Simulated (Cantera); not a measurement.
A Cantera script and its output.

```python
import numpy as np
import cantera as ct

gas = ct.Solution("h2o2.yaml")
gas.TPX = 1275, 3700, {'H2': 0.086, 'O2': 1, 'N2': 0.35}
reactor = ct.IdealGasConstPressureReactor(gas, energy="off", clone=False)
net = ct.ReactorNet([reactor])
net.rtol, net.atol = 1e-08, 1e-18
show = ['H2', 'O2', 'H', 'HO2', 'H2O2']
times = np.geomspace(0.0002, 200, 9)

steps = ct.SolutionArray(gas, extra=["t"])
rows = []
print(f"{'t/s':>10s}{'T/K':>9s}{'P/Pa':>11s}" + "".join(f"{s:>11s}" for s in show))
for t in times:
    while net.time < t:
        t_next = net.step()
        steps.append(gas.state, t=t_next)
    rows.append([np.interp(t, steps.t, y) for y in (steps.T, steps.P, *steps(*show).X.T)])
    print(f"{t:10.3e}{rows[-1][0]:9.1f}{rows[-1][1]:11.4g}" + "".join(f"{x:11.3e}" for x in rows[-1][2:]))
rate = np.gradient(steps.T, steps.t)
print("integrator steps:", len(steps.t))
if steps.T.max() > steps.T[0] + 200:
    print(f"time of steepest temperature rise: {steps.t[rate.argmax()]:.4e} s")
gas.TPX = 1275, 3700, {'H2': 0.086, 'O2': 1, 'N2': 0.35}
gas.equilibrate("TP")
print(f"equilibrium (TP): T = {gas.T:.1f} K  " + "  ".join(f"{s} {gas[s].X[0]:.3e}" for s in show))
```

It prints:

```
       t/s      T/K       P/Pa         H2         O2          H        HO2       H2O2
 2.000e-04   1275.0       3700  5.989e-02  6.964e-01  7.700e-07  8.895e-08  2.021e-10
 1.125e-03   1275.0       3700  1.616e-03  6.537e-01  1.080e-02  7.502e-06  2.475e-07
 6.325e-03   1275.0       3700  7.290e-04  6.710e-01  3.457e-03  6.376e-06  2.287e-07
 3.557e-02   1275.0       3700  7.375e-05  6.852e-01  1.055e-04  2.284e-06  1.181e-07
 2.000e-01   1275.0       3700  3.457e-06  6.868e-01  1.095e-06  2.377e-07  2.323e-08
 1.125e+00   1275.0       3700  2.689e-07  6.870e-01  2.444e-08  3.007e-08  3.612e-09
 6.325e+00   1275.0       3700  3.805e-08  6.870e-01  1.323e-09  2.087e-08  6.995e-10
 3.557e+01   1275.0       3700  2.153e-08  6.870e-01  5.665e-10  2.464e-08  4.443e-10
 2.000e+02   1275.0       3700  2.152e-08  6.870e-01  5.659e-10  2.465e-08  4.440e-10
integrator steps: 2037
equilibrium (TP): T = 1275.0 K  H2 2.152e-08  O2 6.870e-01  H 5.659e-10  HO2 2.465e-08  H2O2 4.440e-10
```

Computed with Cantera and the H2/O2 subset of GRI-Mech 3.0, which has no nitrogen chemistry. Radical loss at walls, strong at low pressure, is not modelled. The temperature is held fixed by assumption; the heat of reaction is taken as removed at once.
